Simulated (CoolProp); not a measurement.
Vapour-liquid equilibrium of hexamethyldisiloxane (MM) (1) + toluene (2) at 9.95 °C; x and y are mole fractions of (1).

Model: multi-fluid Helmholtz-energy mixture model, Thol 2016 and Lemmon 2006; pair parameters Bell 2016, in CoolProp.

```csv
x,bubble pressure (kPa),y at the bubble point,dew pressure at overall composition x (kPa),liquid density (mol/L)
0.05,1.750,0.097,1.706,9.113
0.2,1.980,0.321,1.851,8.073
0.35,2.160,[?],[?],7.213
0.5,2.294,0.604,2.182,6.493
0.65,[?],0.713,2.338,5.882
0.8,2.453,[?],2.443,5.361
0.95,2.475,0.950,2.475,[?]
```

### Question
Some entries are withheld; supply them.

### Answer

- 0.35, y at the bubble point: 0.480
- 0.35, dew pressure at overall composition x (kPa): 2.012
- 0.65, bubble pressure (kPa): 2.391
- 0.8, y at the bubble point: 0.823
- 0.95, liquid density (mol/L): 4.911

y crosses x between x = 0.8 and 0.95: the model has an azeotrope there.

Pair parameters are fitted to limited data, so mixtures are less certain than the pure fluids.
